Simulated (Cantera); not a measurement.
An isothermal, constant-pressure homogeneous reactor starts with NH3 : N2 = 1 : 0.082 (molar parts), at 1775 K and 12.0 Torr.

Computed with Cantera and the gas-phase N/H chemistry of the illustrative SiF4/NH3 mechanism in the Surface Chemkin manual (1991). Walls and surfaces, which speed up NH3 decomposition in real reactors, are not modelled.

Question: Predict: x(NH3) at 100 s; x(N2H2) at 100 s; x(N) at 100 s; x(H) at 100 s; x(H2) at 100 s.

Answer: 
- x(NH3) at 100 s = 0.00576 (gas-phase equilibrium 1.57e-7)
- x(N2H2) at 100 s = 7.55e-9 (gas-phase equilibrium <1e-12)
- x(N) at 100 s = 1.88e-7 (gas-phase equilibrium 9.69e-11)
- x(H) at 100 s = 0.000731 (gas-phase equilibrium 0.00195)
- x(H2) at 100 s = 0.715 (gas-phase equilibrium 0.719)
